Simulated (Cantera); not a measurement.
Input: 1 mol SiC, 0.0019 mol O2, 10 mol H2, held at 2100 K.

Cantera equilibrium calculation (NASA polynomials, part measured and part estimated; ideal gas, pure solids and liquids). Candidate condensed phases: C, C6H6, C7H8, C8H18, H2O, Si, SiC, SiO2; 123 gas species. Gases not in the tables: Si2H6 and higher silanes. Equilibrium is a limit: real reactors are often held back by kinetics, nucleation or transport.

### Question
Which condensed phases are stable at each of these points (P (Pa)): 0.100, 1.50, 22, 320, 4600, 68000, 1000000?

### Answer
```json
[
 {"P (Pa)": "0.100", "condensed phases": "C(graphite)", "Si condensed (%)": "0.0"},
 {"P (Pa)": "1.50", "condensed phases": "C(graphite)", "Si condensed (%)": "0.0"},
 {"P (Pa)": "22", "condensed phases": "C(graphite) + SiC(s)", "Si condensed (%)": "36.1"},
 {"P (Pa)": "320", "condensed phases": "C(graphite) + SiC(s)", "Si condensed (%)": "96.0"},
 {"P (Pa)": "4600", "condensed phases": "SiC(s)", "Si condensed (%)": "99.2"},
 {"P (Pa)": "68000", "condensed phases": "SiC(s)", "Si condensed (%)": "99.6"},
 {"P (Pa)": "1000000", "condensed phases": "SiC(s)", "Si condensed (%)": "99.6"}
]
```

From 0.100 Pa to 1.50 Pa the condensed part is C(graphite). From 22.0 Pa to 3.20 mbar the condensed part is C(graphite) + SiC(s). From 46.0 mbar to 10.0 bar the condensed part is SiC(s).
